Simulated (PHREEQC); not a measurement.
0.11 g of hydrous ferric oxide (600 m²/g; 0.2 weak and 0.005 strong sites per Fe, Dzombak-Morel constants, diffuse double layer) in 1 kg of water with 0.1 mol/kgw of an inert sodium salt and 0.0026 mmol/kgw CaCl2, at 25 °C; the pH is set by adding NaOH or the inert anion's acid. O2 is buffered at 0.21 atm. The system is closed to CO2. Nothing may precipitate in this run.

Equilibrium calculation in PHREEQC: ion-association model, wateq4f.dat.

```tsv
pH	Ca sorbed (%)	surface charge σ (C/m²)	surface potential ψ (mV)
4	0.0	0.321	147
4.5	0.0	0.272	138
5	0.0	0.215	126
5.5	0.0	0.159	111
6	0.0	0.111	93
6.5	0.1	0.074	74
7	0.3	0.045	52
7.5	1.8	0.022	29
8	10.4	0.004	6
8.5	40.1	-0.013	-18
9	77.8	-0.033	-41
9.5	94.9	-0.058	-63
10	98.9	-0.091	-84
10.5	99.8	-0.134	-102
11	99.9	-0.186	-119
11.5	100.0	-0.245	-132
12	100.0	-0.301	-140
```

Species that the database lacks are ignored.
